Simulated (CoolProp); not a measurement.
Vapour-liquid equilibrium of R1234ze(E) (1) + n-pentane (2) at 263.2 K; x and y are mole fractions of (1).

Values from CoolProp's multi-fluid Helmholtz-energy mixture model, Thol 2016 and Thol 2019; pair parameters Bell 2016.

```json
[
 {"x": "0.05", "bubble pressure (MPa)": "0.03570", "y at the bubble point": "0.589", "dew pressure at overall composition x (MPa)": "0.01602", "liquid density (mol/L)": "9.154"},
 {"x": "0.2", "bubble pressure (MPa)": "0.08050", "y at the bubble point": "0.837", "dew pressure at overall composition x (MPa)": "0.01893", "liquid density (mol/L)": "9.386"},
 {"x": "0.35", "bubble pressure (MPa)": "0.1054", "y at the bubble point": "0.887", "dew pressure at overall composition x (MPa)": "0.02313", "liquid density (mol/L)": "9.632"},
 {"x": "0.5", "bubble pressure (MPa)": "0.1183", "y at the bubble point": "0.908", "dew pressure at overall composition x (MPa)": "0.02972", "liquid density (mol/L)": "9.898"},
 {"x": "0.65", "bubble pressure (MPa)": "0.1263", "y at the bubble point": "0.922", "dew pressure at overall composition x (MPa)": "0.04147", "liquid density (mol/L)": "10.20"},
 {"x": "0.8", "bubble pressure (MPa)": "0.1341", "y at the bubble point": "0.940", "dew pressure at overall composition x (MPa)": "0.06811", "liquid density (mol/L)": "10.55"},
 {"x": "0.95", "bubble pressure (MPa)": "0.1440", "y at the bubble point": "0.978", "dew pressure at overall composition x (MPa)": "0.1372", "liquid density (mol/L)": "10.96"}
]
```

No azeotrope shows between x = 0.05 and 0.95.

The pair parameters rest on a limited set of measurements; away from them the model extrapolates. With so large a gap from Raoult's law the liquid may split in two, which this calculation doesn't test in full.
